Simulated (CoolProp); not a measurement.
Saturated liquid density (kg/m³) of R113: the reference equation beside estimates from Tc = 214.1 °C, pc = 3.392 MPa, ω = 0.253. Rackett uses Z = 0.29056 − 0.08775 ω.

The numbers come from the reference Helmholtz-energy equation of state, Marx 1992 in CoolProp.

```
T (°C)  reference  Rackett  van der Waals  Redlich-Kwong  Peng-Robinson
------  ---------  -------  -------------  -------------  -------------
-21.55       1671     1702           1019           1512           1739
-0.65        1623     1655          993.3           1468           1698
20.35        1574     1606          965.6           1421           1653
41.25        1524     1555          936.3           1370           1602
62.15        1471     1501          904.7           1315           1546
83.15        1416     1443          870.4           1254           1482
104.05       1357     1381          833.1           1187           1409
125.05       1292     1313          791.4           1112           1325
145.95       1218     1237          744.4           1027           1226
```

Absolute difference from the reference over all 9 rows, mean and median: Rackett 1.9 and 1.9 %, van der Waals 38.7 and 38.7 %, Redlich-Kwong 11.5 and 10.6 %, Peng-Robinson 4.0 and 4.6 %.
